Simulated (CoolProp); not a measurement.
Properties of ethylene along the isotherm 284.9 K (Tc = 282.4 K, pc = 5.042 MPa, ω = 0.087).

Model: reference Helmholtz-energy equation of state, Smukala 2000, in CoolProp.

```json
[
 {"p (MPa)": "0.0239", "phase": "gas", "density (kg/m³)": "0.2835", "expansivity (1/kK)": "3.527"},
 {"p (MPa)": "0.0425", "phase": "gas", "density (kg/m³)": "0.5047", "expansivity (1/kK)": "3.540"},
 {"p (MPa)": "0.0756", "phase": "gas", "density (kg/m³)": "0.8998", "expansivity (1/kK)": "3.564"},
 {"p (MPa)": "0.134", "phase": "gas", "density (kg/m³)": "1.601", "expansivity (1/kK)": "3.606"},
 {"p (MPa)": "0.239", "phase": "gas", "density (kg/m³)": "2.876", "expansivity (1/kK)": "3.685"},
 {"p (MPa)": "0.425", "phase": "gas", "density (kg/m³)": "5.179", "expansivity (1/kK)": "3.832"},
 {"p (MPa)": "0.756", "phase": "gas", "density (kg/m³)": "9.433", "expansivity (1/kK)": "4.120"},
 {"p (MPa)": "1.34", "phase": "gas", "density (kg/m³)": "17.50", "expansivity (1/kK)": "4.738"},
 {"p (MPa)": "2.39", "phase": "gas", "density (kg/m³)": "___", "expansivity (1/kK)": "___"},
 {"p (MPa)": "4.25", "phase": "gas", "density (kg/m³)": "80.79", "expansivity (1/kK)": "16.28"},
 {"p (MPa)": "7.56", "phase": "supercritical", "density (kg/m³)": "347.0", "expansivity (1/kK)": "___"}
]
```

Q: Some entries are withheld; supply them.

A: 
- 2.39, density (kg/m³): 34.39
- 2.39, expansivity (1/kK): 6.410
- 7.56, expansivity (1/kK): 12.46
